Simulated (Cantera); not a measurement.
Standard-state values (1 bar) from the NASA 1993 polynomials, evaluated with Cantera. Values are per mole of reaction as written; species without (g) are pure solids or liquids, kept so even where they would boil at 1 bar.

Between 300 and 650 K, where is each reaction favourable under standard conditions?
- 3 SiCl₂(g) + 2 N₂(g) ⇌ 3 Cl₂(g) + Si₃N₄
- 3 Cl₂(g) + Si₃N₄ ⇌ 4 N(g) + 3 SiCl₂(g)


- 3 SiCl₂(g) + 2 N₂(g) ⇌ 3 Cl₂(g) + Si₃N₄: ΔG° is -105 kJ at 300 K and 51 kJ at 650 K; it changes sign between 500 and 575 K. ΔH° is -238 kJ and ΔS° -445 J/K at 650 K.
- 3 Cl₂(g) + Si₃N₄ ⇌ 4 N(g) + 3 SiCl₂(g): ΔG° is 1927 kJ at 300 K and 1687 kJ at 650 K; it stays positive (K < 1). ΔH° is 2137 kJ and ΔS° 694 J/K at 650 K.
